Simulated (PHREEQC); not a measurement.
# City or well water: speciation

A made-up water analysis in mmol/kgw, 66 °C, pH 6.53, pe 0.5:

| constituent | mmol/kgw |
|---|---|
| Na | 0.721 |
| K | 0.219 |
| Ca | 1.13 |
| Mg | 0.716 |
| Cl | 0.31 |
| S(6) | 0.549 |
| Alkalinity (meq/kgw) | 3.17 |
| Zn | 0.00089 |

Na is adjusted to close the charge balance.
Valence states are taken as typed.

Computed with PHREEQC (ion-association model, wateq4f.dat).

No solid was allowed to form.

Task: Estimate the ionic strength.

Result: ionic strength 0.00630 mol/kgw.

Task: In which forms is Zn present?

Result: Zn+2 67 %, ZnHCO3+ 19 %, ZnCO3 6.7 %, ZnSO4 4.2 %, ZnOH+ 3.0 % of the Zn.

At this temperature some constants are extrapolated from 25 °C, and those without enthalpy data are left unchanged. The database's zinc carbonate complexes are estimates, stronger than later reviews accept.
